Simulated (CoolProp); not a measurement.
A simple Rankine cycle with water: condensing at 291.15 K, boiler at 7.84 MPa, turbine inlet 581.8 K, turbine efficiency 0.7, pump efficiency 0.7, no recuperator. Each further row changes one setting.

Model: reference Helmholtz-energy equation of state, Wagner 2002, in CoolProp.

```
case                             thermal efficiency (%)  net work (kJ/kg)  heat in (kJ/kg)  turbine exit temperature (K)  volume ratio over the turbine
-------------------------------  ----------------------  ----------------  ---------------  ----------------------------  -----------------------------
as stated                                          28.2               776             2750                         291.1                           1990
turbine inlet 601.8 K                              28.4               805             2830                         291.1                           1880
condensing temperature 283.15 K                    29.0               808             2780                         283.2                           3230
boiler pressure 5.49 MPa                           27.6               787             2850                         291.1                           1310
turbine efficiency 0.6                             24.1               664             2750                         291.1                           2100
```

The expansion ends wet for: as stated; turbine inlet 601.8 K; condensing temperature 283.15 K; boiler pressure 5.49 MPa; turbine efficiency 0.6.
